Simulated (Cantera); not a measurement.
What does this Cantera script print?

```python
import numpy as np
import cantera as ct

gas_names = """
    CL CL2 H HCL H2 Si SiCL SiCL2 SiCL3 SiCL4 SiH SiHCL3 SiH2 SiH2CL2 SiH3 SiH3CL SiH4 Si2 Si3
""".split()
cond_names = """
    Si(cr) Si(L)
""".split()


# ... load() reads the species with a 1 bar reference pressure and builds the phases ...
atoms = {
    'SiHCl3': {'Si': 1, 'H': 1, 'CL': 3},
    'H2': {'H': 2},
}
top_T = {}  # K; cautious upper limits of use, not melting points


# ... equilibrate(T, P, feed) seeds the gas with the atoms and calls Mixture.equilibrate('TP', solver="gibbs", rtol=1e-10, max_steps=50000) ...
results = []
feed = {'SiHCl3': 1, 'H2': 170}  # mol
T = 923.15  # K
for P in [100, 300, 880, 2600, 7700, 23000, 68000, 200000]:
    mix = equilibrate(T, P, feed)
    results.append((T, P, feed, dict(zip(mix.species_names, mix.species_moles))))
    x = sorted(zip(gas.X, gas.species_names), reverse=True)
    print(f"T = {T:g} K  P = {P:g} Pa  gas = {mix.phase_moles(0):.4g} mol")
    print("   x: " + "  ".join(f"{s} {v:.3e}" for v, s in x if v > 1e-05))
    print("   condensed (mol): " + ("  ".join(f"{mix.phase(i).name} {mix.phase_moles(i):.4g}"
          for i in range(1, mix.n_phases) if mix.phase_moles(i) > 1e-12) or "none"))
```

Result:

```
T = 923.15 K  P = 100 Pa  gas = 171.7 mol
   x: H2 9.872e-01  HCL 1.100e-02  SiCL4 1.186e-03  SiHCL3 3.799e-04  SiCL2 1.760e-04  SiCL3 7.203e-05  SiH2CL2 1.193e-05
   condensed (mol): Si(cr) 0.6865
T = 923.15 K  P = 300 Pa  gas = 171.6 mol
   x: H2 9.887e-01  HCL 8.946e-03  SiCL4 1.554e-03  SiHCL3 6.129e-04  SiCL2 1.164e-04  SiCL3 6.704e-05  SiH2CL2 2.368e-05
   condensed (mol): Si(cr) 0.5926
T = 923.15 K  P = 880 Pa  gas = 171.5 mol
   x: H2 9.900e-01  HCL 7.112e-03  SiCL4 1.816e-03  SiHCL3 9.022e-04  SiCL2 7.344e-05  SiCL3 5.758e-05  SiH2CL2 4.391e-05
   condensed (mol): Si(cr) 0.5037
T = 923.15 K  P = 2600 Pa  gas = 171.4 mol
   x: H2 9.911e-01  HCL 5.530e-03  SiCL4 1.957e-03  SiHCL3 1.252e-03  SiH2CL2 7.844e-05  SiCL3 4.645e-05  SiCL2 4.436e-05
   condensed (mol): Si(cr) 0.4207
T = 923.15 K  P = 7700 Pa  gas = 171.4 mol
   x: H2 9.919e-01  HCL 4.226e-03  SiCL4 1.973e-03  SiHCL3 1.653e-03  SiH2CL2 1.356e-04  SiCL3 3.563e-05  SiCL2 2.588e-05
   condensed (mol): Si(cr) 0.3445
T = 923.15 K  P = 23000 Pa  gas = 171.3 mol
   x: H2 9.926e-01  HCL 3.175e-03  SiHCL3 2.091e-03  SiCL4 1.874e-03  SiH2CL2 2.286e-04  SiCL3 2.607e-05  SiCL2 1.459e-05
   condensed (mol): Si(cr) 0.2736
T = 923.15 K  P = 68000 Pa  gas = 171.2 mol
   x: H2 9.930e-01  SiHCL3 2.532e-03  HCL 2.358e-03  SiCL4 1.684e-03  SiH2CL2 3.729e-04  SiCL3 1.836e-05  SiH3CL 1.355e-05
   condensed (mol): Si(cr) 0.2074
T = 923.15 K  P = 200000 Pa  gas = 171.1 mol
   x: H2 9.933e-01  SiHCL3 2.938e-03  HCL 1.729e-03  SiCL4 1.433e-03  SiH2CL2 5.900e-04  SiH3CL 2.923e-05  SiCL3 1.242e-05
   condensed (mol): Si(cr) 0.143
```

These are equilibrium values from Cantera (NASA tables, ideal gas, pure condensed phases), not measurements of a reactor. The tables' values for SiCl3 are old estimates; treat these amounts as uncertain.
